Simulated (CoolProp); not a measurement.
Saturation properties of R236EA (Tc = 139.3 °C, pc = 3.414 MPa, ω = 0.368).

The numbers come from the reference Helmholtz-energy equation of state, Rui 2013 in CoolProp.

```csv
T (°C),p (MPa),vapour Z,surface tension (mN/m),vapour viscosity (µPa s)
-11.55,0.04636,0.9748,17.0,9.54
8.05,0.1093,0.9535,14.3,10.2
27.55,0.2249,0.9230,11.7,10.9
47.05,0.4178,0.8817,9.15,11.6
66.55,0.7169,0.8276,6.77,12.4
86.05,1.155,0.7581,4.54,13.3
105.65,1.774,0.6670,2.51,14.8
125.15,2.617,0.5367,0.806,18.1
```

It boils at 6.2 °C under 1 atm.

Viscosity comes from a separate model (Huber 2003), an estimate that may be off by 10 % or more. Surface tension comes from a separate correlation (Mulero 2012).
